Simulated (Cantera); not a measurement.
## Premixed flame

A freely propagating, adiabatic, planar premixed flame of H₂ : O₂ : N₂ = 1 : 0.294 : 1.11 (molar parts), equivalence ratio 1.7, unburnt at 450 K and 4.93 atm; mixture-averaged transport, grid criteria slope 0.08 and curve 0.16, no radiation.

Model: the H2/O2 subset of GRI-Mech 3.0, which has no nitrogen chemistry, integrated in Cantera. The hydrogen kinetics of GRI-Mech 3.0 are dated; newer H2 mechanisms differ, most at raised pressure. Burning velocities carry a grid error of a few per cent, more on coarse grids.

```json
[
 {"z (mm)": "-0.149", "T (K)": "450", "u (m/s)": "5.67", "x H₂": "0.416", "x O₂": "0.122", "x H₂O": "<1e-8", "x O": "<1e-8", "x H₂O₂": "<1e-8", "x HO₂": "<1e-8"},
 {"z (mm)": "-0.0990", "T (K)": "450", "u (m/s)": "5.67", "x H₂": "0.416", "x O₂": "0.122", "x H₂O": "1.51e-8", "x O": "<1e-8", "x H₂O₂": "<1e-8", "x HO₂": "<1e-8"},
 {"z (mm)": "-0.0743", "T (K)": "450", "u (m/s)": "5.67", "x H₂": "0.416", "x O₂": "0.122", "x H₂O": "1.74e-7", "x O": "<1e-8", "x H₂O₂": "<1e-8", "x HO₂": "2.42e-8"},
 {"z (mm)": "-0.0495", "T (K)": "451", "u (m/s)": "5.67", "x H₂": "0.415", "x O₂": "0.122", "x H₂O": "5.54e-6", "x O": "3.67e-8", "x H₂O₂": "4.35e-8", "x HO₂": "1.01e-6"},
 {"z (mm)": "-0.0248", "T (K)": "506", "u (m/s)": "6.26", "x H₂": "0.403", "x O₂": "0.124", "x H₂O": "0.00184", "x O": "7.34e-6", "x H₂O₂": "2.20e-5", "x HO₂": "0.000446"},
 {"z (mm)": "-0.0124", "T (K)": "827", "u (m/s)": "9.87", "x H₂": "0.362", "x O₂": "0.116", "x H₂O": "0.0295", "x O": "0.000242", "x H₂O₂": "9.69e-5", "x HO₂": "0.000843"},
 {"z (mm)": "0", "T (K)": "1270", "u (m/s)": "14.7", "x H₂": "0.292", "x O₂": "0.0860", "x H₂O": "0.0991", "x O": "0.00171", "x H₂O₂": "3.17e-5", "x HO₂": "0.000359"},
 {"z (mm)": "0.0124", "T (K)": "1586", "u (m/s)": "18.2", "x H₂": "0.223", "x O₂": "0.0435", "x H₂O": "0.181", "x O": "0.00304", "x H₂O₂": "4.43e-6", "x HO₂": "0.000159"},
 {"z (mm)": "0.0248", "T (K)": "1757", "u (m/s)": "20.1", "x H₂": "0.187", "x O₂": "0.0173", "x H₂O": "0.230", "x O": "0.00257", "x H₂O₂": "2.19e-6", "x HO₂": "6.02e-5"},
 {"z (mm)": "0.0495", "T (K)": "1907", "u (m/s)": "21.6", "x H₂": "0.171", "x O₂": "0.00301", "x H₂O": "0.259", "x O": "0.00150", "x H₂O₂": "1.07e-6", "x HO₂": "1.01e-5"},
 {"z (mm)": "0.0990", "T (K)": "2028", "u (m/s)": "22.8", "x H₂": "0.174", "x O₂": "0.000653", "x H₂O": "0.266", "x O": "0.000859", "x H₂O₂": "5.40e-7", "x HO₂": "2.46e-6"},
 {"z (mm)": "0.198", "T (K)": "2127", "u (m/s)": "23.8", "x H₂": "0.180", "x O₂": "0.000289", "x H₂O": "0.271", "x O": "0.000423", "x H₂O₂": "2.80e-7", "x HO₂": "1.16e-6"},
 {"z (mm)": "0.396", "T (K)": "2201", "u (m/s)": "24.5", "x H₂": "0.185", "x O₂": "0.000117", "x H₂O": "0.274", "x O": "0.000171", "x H₂O₂": "1.38e-7", "x HO₂": "4.86e-7"}
]
```
x: mole fraction of selected species; z is measured from the peak of heat release.

laminar burning velocity: 567 cm/s
thermal thickness: 0.0495 mm
peak x(O): 0.00304
peak x(H₂O₂): 9.72e-5
peak x(HO₂): 0.00108
grid points: 110
